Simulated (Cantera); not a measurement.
Input (Python, Cantera):

```python
import numpy as np
import cantera as ct

surf = ct.Interface("ptcombust.yaml", "Pt_surf")
gas = surf.adjacent["gas"]
gas.TPX = 850, 44000, {'CH4': 0.0021, 'O2': 0.01, 'N2': 0.79}
surf.TP = 850, 44000
reactor = ct.FlowReactor(gas, clone=False)
reactor.area = 0.0001  # m2
reactor.surface_area_to_volume_ratio = 2600  # 1/m
reactor.mass_flow_rate = 0.97 * reactor.area * gas.density  # inlet velocity 0.97 m/s
reactor.energy_enabled = False
wall = ct.ReactorSurface(surf, reactor, clone=False)
net = ct.ReactorNet([reactor])
net.rtol, net.atol = 1e-8, 1e-16
show, cover = ['CH4', 'O2', 'H2O', 'CO2', 'CO'], ['PT(S)', 'H(S)', 'O(S)', 'OH(S)', 'CO(S)', 'C(S)']

rows = []
print(f"{'z/m':>9s}{'u/(m/s)':>9s}" + "".join(f"{s:>13s}" for s in show + cover))
for z in [0.0007, 0.0012, 0.0019, 0.0032, 0.0054, 0.009, 0.015, 0.025, 0.042, 0.07]:
    net.advance(z)
    rows.append([reactor.speed, *gas[show].X, *surf[cover].coverages])
    print(f"{z:9.4g}{rows[-1][0]:9.3g}" + "".join(f"{x:13.4e}" for x in rows[-1][1:]))
```

It prints:

```
      z/m  u/(m/s)          CH4           O2          H2O          CO2           CO        PT(S)         H(S)         O(S)        OH(S)        CO(S)         C(S)
   0.0007     0.97   2.4132e-03   1.2058e-02   4.0988e-04   2.0422e-04   7.2141e-07   1.6769e-01   1.2145e-08   8.3188e-01   4.2508e-04   8.2741e-06   2.1103e-08
   0.0012     0.97   2.2748e-03   1.1781e-02   6.8657e-04   3.4260e-04   6.8189e-07   1.6854e-01   1.5689e-08   8.3091e-01   5.4640e-04   7.9001e-06   2.0149e-08
   0.0019     0.97   2.0920e-03   1.1415e-02   1.0523e-03   5.2552e-04   6.2937e-07   1.6971e-01   1.9533e-08   8.2961e-01   6.7515e-04   7.3930e-06   1.8856e-08
   0.0032     0.97   1.7842e-03   1.0800e-02   1.6677e-03   8.3332e-04   5.4024e-07   1.7178e-01   2.4975e-08   8.2736e-01   8.5122e-04   6.5019e-06   1.6583e-08
   0.0054     0.97   1.3499e-03   9.9311e-03   2.5364e-03   1.2678e-03   4.1267e-07   1.7494e-01   3.1635e-08   8.2400e-01   1.0552e-03   5.1506e-06   1.3137e-08
    0.009     0.97   8.3588e-04   8.9030e-03   3.5644e-03   1.7819e-03   2.5870e-07   1.7906e-01   3.8874e-08   8.1967e-01   1.2608e-03   3.3827e-06   8.6276e-09
    0.015     0.97   3.5929e-04   7.9498e-03   4.5175e-03   2.2586e-03   1.1260e-07   1.8332e-01   4.5412e-08   8.1524e-01   1.4314e-03   1.5431e-06   3.9356e-09
    0.025     0.97   8.2521e-05   7.3963e-03   5.0710e-03   2.5355e-03   2.6068e-08   1.8602e-01   4.9242e-08   8.1246e-01   1.5247e-03   3.6778e-07   9.3800e-10
    0.042     0.97   6.4417e-06   7.2441e-03   5.2232e-03   2.6116e-03   2.0399e-09   1.8679e-01   5.0306e-08   8.1166e-01   1.5498e-03   2.9014e-08   7.3998e-11
     0.07     0.97   9.5491e-08   7.2314e-03   5.2359e-03   2.6179e-03   3.0575e-11   1.8686e-01   5.0395e-08   8.1159e-01   1.5518e-03   4.3077e-10   1.0979e-12
```

Model: Deutschmann's 1995 Pt surface mechanism with GRI-Mech 3.0 gas chemistry, integrated in Cantera. Catalytic surfaces can have several steady states; this one follows from the mechanism file's or the stated starting coverage. Mass transfer to the wall is taken as infinitely fast.
